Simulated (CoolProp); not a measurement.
Hexamethyldisiloxane (MM) along the isotherm 308.85 °C: fugacity coefficient from the reference equation and from simpler models built on Tc = 245.6 °C, pc = 1.931 MPa, ω = 0.418; each cubic takes its own stable root.

Computed with CoolProp (reference Helmholtz-energy equation of state, Thol 2016).

```
p (MPa)          phase  reference  van der Waals  Soave-Redlich-Kwong  Peng-Robinson
-------  -------------  ---------  -------------  -------------------  -------------
0.0611             gas     0.9925         0.9929               0.9931         0.9920
0.125              gas     0.9848         0.9855               0.9859         0.9837
0.258              gas          …         0.9702                    …         0.9666
0.529              gas     0.9364         0.9391               0.9410         0.9325
1.09               gas     0.8715         0.8753               0.8807         0.8647
2.23     supercritical     0.7492         0.7453                    …         0.7387
4.58     supercritical     0.5493         0.5246               0.5765         0.5433
9.4      supercritical     0.3983         0.4105               0.4375         0.3975
19.3     supercritical     0.3759              …               0.4234         0.3609
```

Task: What belongs in the gaps?

Result: 
- 0.258, reference: 0.9687
- 0.258, Soave-Redlich-Kwong: 0.9710
- 2.23, Soave-Redlich-Kwong: 0.7653
- 19.3, van der Waals: 0.4569
